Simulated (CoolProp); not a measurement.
A single-stage vapour-compression cycle with sulfur hexafluoride: evaporating at 278.15 K (dew point), condensing at 310.15 K (bubble point), superheat 2 K, subcooling 2 K, compressor efficiency 0.9, no pressure losses. Each further row changes one setting.

Values from CoolProp's reference Helmholtz-energy equation of state, Guder 2009.

```csv
case,cooling COP,pressure ratio,discharge temperature (K),refrigerating effect (kJ/kg),volumetric capacity (kJ/m³)
as stated,4.77,2.17,315.6,46.3,5530
evaporating temperature 283.15 K,?,1.90,315.3,?,6610
condensing temperature 305.15 K,6.32,?,309.8,53.1,6340
subcooling 7 K,5.53,2.17,315.6,53.7,6410
superheat 12 K,5.05,2.17,323.3,54.4,5970
compressor efficiency 0.8,4.24,2.17,316.5,46.3,5530
```

### Question
Some entries are withheld; supply them.

### Answer

- evaporating temperature 283.15 K, cooling COP: 6.00
- evaporating temperature 283.15 K, refrigerating effect (kJ/kg): 47.8
- condensing temperature 305.15 K, pressure ratio: 1.94
